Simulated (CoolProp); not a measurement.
CH3F (R41) along the isotherm 59.05 °C: density (kg/m³) from the reference equation and from simpler models built on Tc = 44.1 °C, pc = 5906 kPa, ω = 0.200; each cubic takes its own stable root.

Computed with CoolProp (reference Helmholtz-energy equation of state, Lemmon 2006). It is a short technical equation, of lower accuracy than the large ones.

| p (kPa) | phase | reference |
|---|---|---|
| 984 | gas | 12.87 |
| 1970 | gas | 27.56 |
| 2950 | gas | 44.56 |
| 3940 | gas | 65.25 |
| 4920 | gas | 91.18 |
| 5910 | supercritical | 127.4 |
| 6890 | supercritical | 186.3 |
| 7870 | supercritical | 305.5 |
| 8860 | supercritical | 407.5 |
| 9840 | supercritical | 454.1 |
| 10800 | supercritical | 482.1 |
| 11800 | supercritical | 503.3 |
| 12800 | supercritical | 520.0 |
| 13800 | supercritical | 533.8 |
| 14800 | supercritical | 545.7 |

How far does each simpler model (van der Waals, Redlich-Kwong, Peng-Robinson) lie from the reference over these 15 states: mean and median of the absolute difference, and the worst?


- van der Waals: mean 18.3 %, median 13.7 %, worst -35.1 % at 59.05 °C and 14800 kPa
- Redlich-Kwong: mean 13.1 %, median 12.7 %, worst -23.6 % at 59.05 °C and 10800 kPa
- Peng-Robinson: mean 10.2 %, median 14.8 %, worst -19.9 % at 59.05 °C and 8860 kPa
